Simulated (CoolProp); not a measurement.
Vapour-liquid equilibrium of acetone (1) + n-dodecane (2) at 136.85 °C; x and y are mole fractions of (1).

Computed with CoolProp (multi-fluid Helmholtz-energy mixture model, Lemmon 2006 and Lemmon 2004; pair parameters Bell 2016).

```json
[
 {"x": "0.05", "bubble pressure (MPa)": "0.05418", "y at the bubble point": "0.827", "dew pressure at overall composition x (MPa)": "0.01003", "liquid density (mol/L)": "4.032"},
 {"x": "0.125", "bubble pressure (MPa)": "0.1391", "y at the bubble point": "0.935", "dew pressure at overall composition x (MPa)": "0.01089", "liquid density (mol/L)": "…"},
 {"x": "0.2", "bubble pressure (MPa)": "0.2343", "y at the bubble point": "0.962", "dew pressure at overall composition x (MPa)": "0.01191", "liquid density (mol/L)": "4.532"},
 {"x": "0.275", "bubble pressure (MPa)": "0.3273", "y at the bubble point": "0.974", "dew pressure at overall composition x (MPa)": "0.01314", "liquid density (mol/L)": "4.819"},
 {"x": "0.35", "bubble pressure (MPa)": "0.4094", "y at the bubble point": "0.980", "dew pressure at overall composition x (MPa)": "0.01466", "liquid density (mol/L)": "5.136"},
 {"x": "0.425", "bubble pressure (MPa)": "0.4769", "y at the bubble point": "0.983", "dew pressure at overall composition x (MPa)": "0.01656", "liquid density (mol/L)": "5.490"},
 {"x": "0.5", "bubble pressure (MPa)": "0.5309", "y at the bubble point": "0.985", "dew pressure at overall composition x (MPa)": "0.01902", "liquid density (mol/L)": "5.887"},
 {"x": "0.575", "bubble pressure (MPa)": "0.5754", "y at the bubble point": "0.987", "dew pressure at overall composition x (MPa)": "0.02235", "liquid density (mol/L)": "6.339"},
 {"x": "0.65", "bubble pressure (MPa)": "0.6155", "y at the bubble point": "0.989", "dew pressure at overall composition x (MPa)": "0.02707", "liquid density (mol/L)": "6.859"},
 {"x": "0.725", "bubble pressure (MPa)": "0.6563", "y at the bubble point": "0.990", "dew pressure at overall composition x (MPa)": "0.03433", "liquid density (mol/L)": "7.465"},
 {"x": "0.8", "bubble pressure (MPa)": "0.7025", "y at the bubble point": "0.992", "dew pressure at overall composition x (MPa)": "…", "liquid density (mol/L)": "8.186"},
 {"x": "0.875", "bubble pressure (MPa)": "0.7576", "y at the bubble point": "…", "dew pressure at overall composition x (MPa)": "0.07426", "liquid density (mol/L)": "9.060"},
 {"x": "0.95", "bubble pressure (MPa)": "0.8241", "y at the bubble point": "0.998", "dew pressure at overall composition x (MPa)": "0.1795", "liquid density (mol/L)": "…"}
]
```

Question: Complete the blanks.

Answer: 
- 0.125, liquid density (mol/L): 4.271
- 0.8, dew pressure at overall composition x (MPa): 0.04694
- 0.875, y at the bubble point: 0.995
- 0.95, liquid density (mol/L): 10.15

No azeotrope shows between x = 0.05 and 0.95.

The pair parameters rest on a limited set of measurements; away from them the model extrapolates. The gap from Raoult's law changes sign with composition, which may be real or a fault of the pair parameters; it wasn't checked against measurements.
